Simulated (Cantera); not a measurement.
Feed: 1 mol B2O3, 17 mol H2O, at 2000 K and 0.00290 bar.

Equilibrium computed with Cantera from the NASA thermochemical tables; the gas is ideal and each condensed phase is pure. Candidate condensed phases: B, B2O3, B3O3H3, H2O; 23 gas species. The numbers say what is thermodynamically allowed, not how fast it happens.

Base state: H2O 0.822, HBO2 0.103, H2 0.0360, O2 0.0149, OH 0.0131, H 0.00573, BO2 0.00198, O 0.00152 (mole fractions); condensed: gas only.

What changes in the equilibrium state with this change: pressure from 0.00290 bar to 0.120 bar?


```csv
species,before,after
H2O,0.822,0.871
HBO2,0.103,0.107
H2,0.0360,0.0109
O2,0.0149,0.00441
OH,0.0131,0.00391
BO,5.81e-5,4.86e-6
O,0.00152,0.000128
H,0.00573,0.000491
```
